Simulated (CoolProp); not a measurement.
Computed with CoolProp (reference Helmholtz-energy equation of state, Lemmon 2006). It is a short technical equation, of lower accuracy than the large ones.

**Question.** For R141b, give the phase and the Z, speed of sound (m/s), Joule-Thomson coefficient (K/MPa), viscosity (µPa s) at 271.8 K and 0.309 MPa; 271.8 K and 6.66 MPa.

**Answer.** 
- 271.8 K and 0.309 MPa: liquid; Z 0.0125, speed of sound 922, Joule-Thomson coefficient -0.421, viscosity 563
- 271.8 K and 6.66 MPa: liquid; Z 0.266, speed of sound 954, Joule-Thomson coefficient -0.435, viscosity 601

Viscosity comes from a separate model (Huber 2003), an estimate that may be off by 10 % or more.
